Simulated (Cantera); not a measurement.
A closed system holds: 1 mol FeS2, 0.072 mol SO3, 0.033 mol H2O, at 1098.15 K and 1330 Pa.

Method: chemical equilibrium by Gibbs-energy minimisation in Cantera with the NASA 1993 tables (ideal gas, pure condensed phases). FeS: taken at fixed stoichiometry. Gases not in the tables: S3 to S7. Kinetics and transport are ignored.

| species | before | after |
|---|---|---|
| SO2 | 0.176 | 0.768 |
| S2 | 0.764 | 0.205 |
| H2O | 0.0424 | 0.0212 |
| H2S | 0.00897 | 0.000799 |
| H2 | 0.00172 | 0.000296 |
| SH | 6.63e-5 | 1.42e-5 |
| SO | 0.000281 | 0.000423 |
| S2O | 0.00651 | 0.00507 |
| FeS(s), mol | 1.00 | 1.00 |
Gas species are given as mole fractions.

Task: Which change was made?
A) SO3 from 0.072 to 0.76 mol
B) temperature from 1098.15 K to 1323.15 K
C) pressure from 1330 Pa to 10000 Pa
D) pressure from 1330 Pa to 170000 Pa

Result: A, SO3 from 0.072 to 0.76 mol
